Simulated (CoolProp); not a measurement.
The numbers come from the reference Helmholtz-energy equation of state, Setzmann 1991 in CoolProp.

Q: For methane, give the phase and the Joule-Thomson coefficient (K/MPa), viscosity (µPa s) at 199.9 K and 125 kPa.

A: 
- 199.9 K and 125 kPa: gas; Joule-Thomson coefficient 9.30, viscosity 7.86

Viscosity comes from a separate model (Quiñones-Cisneros 2006).
